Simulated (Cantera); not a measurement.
A Cantera script and what it prints.

```python
import numpy as np
import cantera as ct

gas_names = [...]  # 131 gases of nasa_gas.yaml made of C, H, O
cond_names = """
    C(gr) C6H6(L) C7H8(L) C8H18(L),n-octa H2O(s) H2O(L)
""".split()


# ... load() reads the species with a 1 bar reference pressure and builds the phases ...
atoms = {
    'CH4': {'C': 1, 'H': 4},
    'CO2': {'C': 1, 'O': 2},
}
top_T = {'C(gr)': 4500}  # K; cautious upper limits of use, not melting points


# ... equilibrate(T, P, feed) seeds the gas with the atoms and calls Mixture.equilibrate('TP', solver="vcs", rtol=1e-11, max_steps=5000) ...
results = []
feed = {'CH4': 1, 'CO2': 0.026}  # mol
P = 1000  # Pa
for T in [2000, 2250, 2500, 2750, 3000, 3250, 3500, 3750, 4000, 4250, 4500, 4750, 5000]:
    mix = equilibrate(T, P, feed)
    results.append((T, P, feed, dict(zip(mix.species_names, mix.species_moles))))
    x = sorted(zip(gas.X, gas.species_names), reverse=True)
    print(f"T = {T:g} K  P = {P:g} Pa  gas = {mix.phase_moles(0):.4g} mol")
    print("   x: " + "  ".join(f"{s} {v:.3e}" for v, s in x if v > 0.001))
    print("   condensed (mol): " + ("  ".join(f"{mix.phase(i).name} {mix.phase_moles(i):.4g}"
          for i in range(1, mix.n_phases) if mix.phase_moles(i) > 1e-12) or "none"))
```

It prints:

```
T = 2000 K  P = 1000 Pa  gas = 2.068 mol
   x: H2 9.582e-01  CO 2.514e-02  H 1.592e-02
   condensed (mol): C(gr) 0.9709
T = 2250 K  P = 1000 Pa  gas = 2.127 mol
   x: H2 9.020e-01  H 7.053e-02  CO 2.445e-02  C2H2,acetylene 3.019e-03
   condensed (mol): C(gr) 0.9611
T = 2500 K  P = 1000 Pa  gas = 2.303 mol
   x: H2 7.511e-01  H 2.179e-01  CO 2.258e-02  C2H2,acetylene 8.125e-03
   condensed (mol): C(gr) 0.935
T = 2750 K  P = 1000 Pa  gas = 2.705 mol
   x: H2 4.861e-01  H 4.770e-01  CO 1.922e-02  C2H2,acetylene 1.368e-02  C3 1.687e-03  C2H 1.556e-03
   condensed (mol): C(gr) 0.8738
T = 3000 K  P = 1000 Pa  gas = 3.435 mol
   x: H 7.173e-01  H2 2.064e-01  C3 3.120e-02  CO 1.514e-02  C2H2,acetylene 1.284e-02  C2H 7.669e-03  C 5.068e-03  C2 3.169e-03
   condensed (mol): C(gr) 0.4557
T = 3250 K  P = 1000 Pa  gas = 4.15 mol
   x: H 8.212e-01  H2 6.544e-02  C3 5.536e-02  C 2.430e-02  CO 1.253e-02  C2 1.105e-02  C2H 6.800e-03  C2H2,acetylene 2.270e-03
   condensed (mol): none
T = 3500 K  P = 1000 Pa  gas = 4.504 mol
   x: H 8.437e-01  C 6.816e-02  C3 3.531e-02  H2 2.041e-02  C2 1.724e-02  CO 1.155e-02  C2H 3.003e-03
   condensed (mol): none
T = 3750 K  P = 1000 Pa  gas = 4.791 mol
   x: H 8.204e-01  C 1.328e-01  C2 1.608e-02  C3 1.207e-02  CO 1.085e-02  H2 6.698e-03
   condensed (mol): none
T = 4000 K  P = 1000 Pa  gas = 4.953 mol
   x: H 8.023e-01  C 1.744e-01  CO 1.050e-02  C2 8.124e-03  H2 2.533e-03  C3 1.854e-03
   condensed (mol): none
T = 4250 K  P = 1000 Pa  gas = 5.002 mol
   x: H 7.974e-01  C 1.876e-01  CO 1.039e-02  C2 3.178e-03  H2 1.103e-03
   condensed (mol): none
T = 4500 K  P = 1000 Pa  gas = 5.017 mol
   x: H 7.962e-01  C 1.915e-01  CO 1.034e-02  C2 1.262e-03
   condensed (mol): none
T = 4750 K  P = 1000 Pa  gas = 5.023 mol
   x: H 7.958e-01  C 1.928e-01  CO 1.022e-02
   condensed (mol): none
T = 5000 K  P = 1000 Pa  gas = 5.028 mol
   x: H 7.952e-01  C 1.935e-01  CO 9.810e-03
   condensed (mol): none
```

Cantera equilibrium calculation (NASA polynomials, part measured and part estimated; ideal gas, pure solids and liquids).
